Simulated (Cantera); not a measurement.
An adiabatic, constant-pressure homogeneous reactor starts with H₂ : O₂ : N₂ = 1 : 1.61 : 6.06 (molar parts), at 1775 K and 1.00 bar. Integrator tolerance rtol = 1e-08.

Cantera simulation using GRI-Mech 3.0 (53 species, 325 reactions); the numbers are that mechanism's predictions, not measurements.

### Question
What does this change do: H2 1 to 0.41 parts?

### Answer
```csv
quantity,before,after
time of steepest temperature rise,8.29 µs,12.3 µs
temperature at 6.00 s,2446 K,2093 K
equilibrium temperature,2446 K,2093 K
x(H₂) at 6.00 s,0.00149 (gas-phase equilibrium 0.00149),6.93e-5 (gas-phase equilibrium 6.93e-5)
x(O₂) at 6.00 s,0.123 (gas-phase equilibrium 0.123),0.173 (gas-phase equilibrium 0.173)
x(NO) at 6.00 s,0.0155 (gas-phase equilibrium 0.0155),0.00877 (gas-phase equilibrium 0.00877)
x(H₂O) at 6.00 s,0.114 (gas-phase equilibrium 0.114),0.0509 (gas-phase equilibrium 0.0509)
x(O) at 6.00 s,0.00391 (gas-phase equilibrium 0.00391),0.000552 (gas-phase equilibrium 0.000552)
x(OH) at 6.00 s,0.0114 (gas-phase equilibrium 0.0114),0.00215 (gas-phase equilibrium 0.00215)
x(H₂O₂) at 6.00 s,2.51e-7 (gas-phase equilibrium 2.51e-7),5.27e-8 (gas-phase equilibrium 5.27e-8)
```

### Question
What does this change do: H2 1 to 0.78 parts?

### Answer
```json
[
 {"quantity": "time of steepest temperature rise", "before": "8.29 µs", "after": "9.14 µs"},
 {"quantity": "temperature at 6.00 s", "before": "2446 K", "after": "2331 K"},
 {"quantity": "equilibrium temperature", "before": "2446 K", "after": "2331 K"},
 {"quantity": "x(H₂) at 6.00 s", "before": "0.00149 (gas-phase equilibrium 0.00149)", "after": "0.000609 (gas-phase equilibrium 0.000609)"},
 {"quantity": "x(O₂) at 6.00 s", "before": "0.123 (gas-phase equilibrium 0.123)", "after": "0.142 (gas-phase equilibrium 0.142)"},
 {"quantity": "x(NO) at 6.00 s", "before": "0.0155 (gas-phase equilibrium 0.0155)", "after": "0.0134 (gas-phase equilibrium 0.0134)"},
 {"quantity": "x(H₂O) at 6.00 s", "before": "0.114 (gas-phase equilibrium 0.114)", "after": "0.0921 (gas-phase equilibrium 0.0921)"},
 {"quantity": "x(O) at 6.00 s", "before": "0.00391 (gas-phase equilibrium 0.00391)", "after": "0.00224 (gas-phase equilibrium 0.00224)"},
 {"quantity": "x(OH) at 6.00 s", "before": "0.0114 (gas-phase equilibrium 0.0114)", "after": "0.00715 (gas-phase equilibrium 0.00715)"},
 {"quantity": "x(H₂O₂) at 6.00 s", "before": "2.51e-7 (gas-phase equilibrium 2.51e-7)", "after": "1.66e-7 (gas-phase equilibrium 1.66e-7)"}
]
```
